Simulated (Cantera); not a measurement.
## Reactions in the system C-H-Ta

Source: NASA polynomial tables (part measured, part estimated), evaluated in Cantera. Values are per mole of reaction as written; species without (g) are pure solids or liquids, kept so even where they would boil at 1 bar. TaC: taken at fixed stoichiometry.

2 C2H6(g) + Ta = 3 CH4(g) + TaC

```
T (K)  ΔH° (kJ)  ΔS° (J/K)  ΔG° (kJ)  log10 K
-----  --------  ---------  --------  -------
998      -199.4      104.7    -303.9    15.91
1098     -199.5      104.6    -314.4    14.96
1198     -199.5      104.7    -324.9    14.16
1298     -199.3      104.8    -335.4    13.50
1398     -198.9      105.1    -345.8    12.92
1498     -198.5      105.4    -356.4    12.43
1598     -197.8      105.8    -366.9    11.99
1698     -197.1      106.3    -377.5    11.61
1798     -196.2      106.8    -388.2    11.28
1898     -195.1      107.4    -398.9    10.98
```
